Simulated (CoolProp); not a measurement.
Aqueous potassium acetate as a coolant, at 2 °C, 1 atm.

The numbers come from the Melinder's fits for secondary coolants in CoolProp.

```tsv
mass %	freezing point (°C)	cp (kJ/(kg K))	Prandtl number	density (kg/m³)	conductivity (W/(m K))
5.3	___	3.978	13.7	1032	0.551
9.8	-4.4	___	14.9	1054	0.537
14.4	-7.1	3.658	16.5	1077	___
18.9	-10.3	___	18.4	1101	___
23.4	-14.4	___	20.9	1126	___
28	-20.1	3.251	24.2	1153	0.483
32.5	-27.3	3.121	28.5	1180	___
37.1	-36.1	2.992	34.5	1206	0.458
41.6	-45.4	2.871	42.2	1233	0.446
```

Problem. Complete the blanks.

Solution. 
- 5.3, freezing point (°C): -2.1
- 9.8, cp (kJ/(kg K)): 3.811
- 14.4, conductivity (W/(m K)): 0.523
- 18.9, cp (kJ/(kg K)): 3.519
- 18.9, conductivity (W/(m K)): 0.509
- 23.4, cp (kJ/(kg K)): 3.385
- 23.4, conductivity (W/(m K)): 0.496
- 32.5, conductivity (W/(m K)): 0.470
